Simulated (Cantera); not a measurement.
An isothermal, constant-pressure homogeneous reactor starts with CH4 : CO2 = 1 : 2.9 (molar parts), at 1300 K and 100.0 Torr.

Detailed kinetics in Cantera: GRI-Mech 3.0 (53 species, 325 reactions).

Question: Predict: x(CH4) at 50.0 s; x(CO2) at 50.0 s; x(H) at 50.0 s; x(CH3) at 50.0 s; x(CH2CO) at 50.0 s.

Answer: 
```
Property                                              Result
------------------  ----------------------------------------
x(CH4) at 50.0 s       0.219 (gas-phase equilibrium 3.52e-8)
x(CO2) at 50.0 s         0.701 (gas-phase equilibrium 0.185)
x(H) at 50.0 s       1.03e-7 (gas-phase equilibrium 1.37e-6)
x(CH3) at 50.0 s    1.92e-5 (gas-phase equilibrium 4.70e-12)
x(CH2CO) at 50.0 s    1.07e-6 (gas-phase equilibrium <1e-12)
```
